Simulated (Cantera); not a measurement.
An isothermal, constant-pressure homogeneous reactor starts with H2 : O2 : N2 = 0.032 : 1 : 0.074 (molar parts), at 1225 K and 1500 Pa.

Cantera simulation using GRI-Mech 3.0 (53 species, 325 reactions); the numbers are that mechanism's predictions, not measurements. Radical loss at walls, strong at low pressure, is not modelled.

x: mole fraction; the columns are a selection and need not sum to one.

```
t (s)         x H2   x O2      x OH    x H2O2     x HO2       x H     x H2O
--------  --------  -----  --------  --------  --------  --------  --------
8.00e-6     0.0289  0.904  3.45e-11    <1e-12  3.44e-10  3.10e-10    <1e-12
2.58e-5     0.0289  0.904  2.97e-10    <1e-12   1.11e-9  8.25e-10  2.82e-11
8.30e-5     0.0289  0.904   2.03e-9    <1e-12   3.57e-9       [?]  6.72e-10
0.000267    0.0289  0.904   1.38e-8  4.98e-12   1.15e-8       [?]   1.40e-8
0.000862    0.0289  0.904   4.70e-7  5.17e-11   3.92e-8       [?]   8.47e-7
0.00278     0.0141  0.892   0.00395   1.69e-7   2.70e-6   0.00292    0.0114
0.00894   0.000312  0.882   0.00219   5.48e-8   2.23e-6   0.00273    0.0262
0.0288    0.000230  0.887   0.00188   5.46e-8   2.01e-6       [?]    0.0271
0.0928    0.000102  0.896   0.00126   4.96e-8   1.45e-6       [?]    0.0283
0.299      2.18e-5  0.901  0.000585   3.26e-8   6.53e-7       [?]    0.0290
0.963      3.00e-6  0.902  0.000218   1.33e-8   1.73e-7       [?]    0.0292
3.10       4.24e-7  0.903   8.24e-5   3.83e-9   3.60e-8       [?]    0.0293
10.0       7.58e-8  0.903   3.49e-5  9.97e-10   9.90e-9       [?]    0.0293
```

Complete the blanks.


- 8.30e-5, x H: 1.92e-9
- 0.000267, x H: 7.05e-9
- 0.000862, x H: 2.06e-7
- 0.0288, x H: 0.00168
- 0.0928, x H: 0.000481
- 0.299, x H: 4.67e-5
- 0.963, x H: 2.40e-6
- 3.10, x H: 1.29e-7
- 10.0, x H: 9.81e-9
